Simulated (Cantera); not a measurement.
Cantera run, input and output.

```python
import numpy as np
import cantera as ct

gas = ct.Solution("gri30.yaml")
gas.TPX = 1225, 30000, {'C2H4': 1, 'O2': 1.58, 'N2': 5.94, 'CO2': 0.24}
reactor = ct.IdealGasConstPressureReactor(gas, energy="on", clone=False)
net = ct.ReactorNet([reactor])
net.rtol, net.atol = 1e-08, 1e-16
show = ['C2H4', 'O2', 'CO2', 'HO2', 'CO', 'N2O']
times = np.geomspace(3e-06, 0.7, 10)

steps = ct.SolutionArray(gas, extra=["t"])
rows = []
print(f"{'t/s':>10s}{'T/K':>9s}{'P/Pa':>11s}" + "".join(f"{s:>11s}" for s in show))
for t in times:
    while net.time < t:
        t_next = net.step()
        steps.append(gas.state, t=t_next)
    rows.append([np.interp(t, steps.t, y) for y in (steps.T, steps.P, *steps(*show).X.T)])
    print(f"{t:10.3e}{rows[-1][0]:9.1f}{rows[-1][1]:11.4g}" + "".join(f"{x:11.3e}" for x in rows[-1][2:]))
rate = np.gradient(steps.T, steps.t)
print("integrator steps:", len(steps.t))
if steps.T.max() > steps.T[0] + 200:
    print(f"time of steepest temperature rise: {steps.t[rate.argmax()]:.4e} s")
gas.TPX = 1225, 30000, {'C2H4': 1, 'O2': 1.58, 'N2': 5.94, 'CO2': 0.24}
gas.equilibrate("HP")
print(f"equilibrium (HP): T = {gas.T:.1f} K  " + "  ".join(f"{s} {gas[s].X[0]:.3e}" for s in show))
```

It prints:

```
       t/s      T/K       P/Pa       C2H4         O2        CO2        HO2         CO        N2O
 3.000e-06   1225.0      3e+04  1.142e-01  1.804e-01  2.740e-02  7.225e-13  7.255e-13  3.424e-17
 1.185e-05   1225.0      3e+04  1.142e-01  1.804e-01  2.740e-02  9.126e-12  9.027e-12  1.354e-16
 4.677e-05   1225.0      3e+04  1.142e-01  1.804e-01  2.740e-02  1.947e-10  1.865e-10  5.449e-16
 1.847e-04   1225.0      3e+04  1.142e-01  1.804e-01  2.740e-02  4.575e-08  4.346e-08  6.947e-15
 7.293e-04   2600.7      3e+04  1.687e-08  4.920e-05  3.314e-02  2.280e-08  1.855e-01  5.016e-08
 2.880e-03   2565.6      3e+04  7.775e-20  1.136e-04  3.296e-02  4.268e-08  1.854e-01  1.798e-08
 1.137e-02   2532.4      3e+04  2.153e-20  1.983e-04  3.312e-02  6.121e-08  1.846e-01  1.553e-08
 4.490e-02   2530.0      3e+04  2.056e-20  2.011e-04  3.308e-02  6.146e-08  1.846e-01  1.663e-08
 1.773e-01   2529.9      3e+04  2.058e-20  2.009e-04  3.308e-02  6.142e-08  1.846e-01  1.675e-08
 7.000e-01   2529.9      3e+04  2.058e-20  2.009e-04  3.308e-02  6.142e-08  1.846e-01  1.675e-08
integrator steps: 1741
time of steepest temperature rise: 5.0815e-04 s
equilibrium (HP): T = 2529.9 K  C2H4 2.195e-20  O2 2.009e-04  CO2 3.308e-02  HO2 6.142e-08  CO 1.846e-01  N2O 1.675e-08
```

Detailed kinetics in Cantera: GRI-Mech 3.0 (53 species, 325 reactions). GRI-Mech 3.0 was tuned for natural gas; its chemistry of ethylene as a main component is partial and can be far from experiment.
